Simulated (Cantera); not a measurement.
An isothermal, constant-pressure homogeneous reactor starts with C₂H₆ : N₂ = 1 : 1.1 (molar parts), at 1125 K and 29.3 Torr. Integrator tolerance rtol = 1e-08.

Cantera simulation using GRI-Mech 3.0 (53 species, 325 reactions); the numbers are that mechanism's predictions, not measurements. GRI-Mech 3.0 stops at C3 and has no aromatics, soot or wall deposition, so with more carbon than oxygen in the feed, carbon stays in small species such as C2H2 where larger ones or solid carbon would form. Radical loss at walls, strong at low pressure, is not modelled.

What does this change do: C2H6 1 to 0.36 parts?


| quantity | before | after |
|---|---|---|
| x(C₂H₆) at 70.0 s | 0.000592 (gas-phase equilibrium 0.000137) | 0.000227 (gas-phase equilibrium 4.94e-5) |
| x(CH₂) at 70.0 s | 3.19e-12 (gas-phase equilibrium <1e-12) | 2.02e-12 (gas-phase equilibrium <1e-12) |
| x(CH₃) at 70.0 s | 2.85e-6 (gas-phase equilibrium 2.26e-6) | 1.68e-6 (gas-phase equilibrium 1.36e-6) |
| x(C₂H₄) at 70.0 s | 0.107 (gas-phase equilibrium 0.0414) | 0.0609 (gas-phase equilibrium 0.0196) |
| x(CH₄) at 70.0 s | 0.0579 (gas-phase equilibrium 0.249) | 0.0317 (gas-phase equilibrium 0.131) |
